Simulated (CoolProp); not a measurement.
Properties of octamethyltrisiloxane (MDM) at several states.

Values from CoolProp's reference Helmholtz-energy equation of state, Thol 2017.

```
T (K)  p (kPa)   phase  density (kg/m³)  speed of sound (m/s)  expansivity (1/kK)
-----  -------  ------  ---------------  --------------------  ------------------
224.3     37.6  liquid              [?]                   [?]                 [?]
217.7     48.6  liquid            894.4                   [?]               1.090
199.4     67.9  liquid            912.2                  1273               1.074
475.7     4210  liquid            634.3                 444.4               1.919
442        292  liquid            654.8                 457.0                 [?]
```

Question: Some entries are withheld; supply them.

Answer: 
- 224.3, density (kg/m³): 887.9
- 224.3, speed of sound (m/s): 1180
- 224.3, expansivity (1/kK): 1.097
- 217.7, speed of sound (m/s): 1204
- 442, expansivity (1/kK): 2.049
